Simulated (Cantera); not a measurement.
An adiabatic, constant-pressure homogeneous reactor starts with CH4 : CO : O2 : N2 = 1 : 0.16 : 3.71 : 14 (molar parts), equivalence ratio 0.56, at 1598 K and 5.00 bar. Integrator tolerance rtol = 1e-08.

Cantera simulation using GRI-Mech 3.0 (53 species, 325 reactions); the numbers are that mechanism's predictions, not measurements.

Problem. What does this change do: pressure from 5.00 bar to 1.01 bar?

Solution. 
```tsv
quantity	before	after
time of steepest temperature rise	0.114 ms	0.413 ms
temperature at 0.900 s	2596 K	2540 K
equilibrium temperature	2596 K	2540 K
x(CH4) at 0.900 s	<1e-12 (gas-phase equilibrium <1e-12)	<1e-12 (gas-phase equilibrium <1e-12)
x(CO) at 0.900 s	0.00540 (gas-phase equilibrium 0.00540)	0.00849 (gas-phase equilibrium 0.00849)
x(O2) at 0.900 s	0.0778 (gas-phase equilibrium 0.0778)	0.0787 (gas-phase equilibrium 0.0787)
x(C2H4) at 0.900 s	<1e-12 (gas-phase equilibrium <1e-12)	<1e-12 (gas-phase equilibrium <1e-12)
x(HCN) at 0.900 s	2.77e-11 (gas-phase equilibrium 2.77e-11)	1.94e-11 (gas-phase equilibrium 1.94e-11)
x(HCO) at 0.900 s	2.19e-9 (gas-phase equilibrium 2.19e-9)	1.71e-9 (gas-phase equilibrium 1.71e-9)
x(N2O) at 0.900 s	1.91e-6 (gas-phase equilibrium 1.91e-6)	7.83e-7 (gas-phase equilibrium 7.83e-7)
```
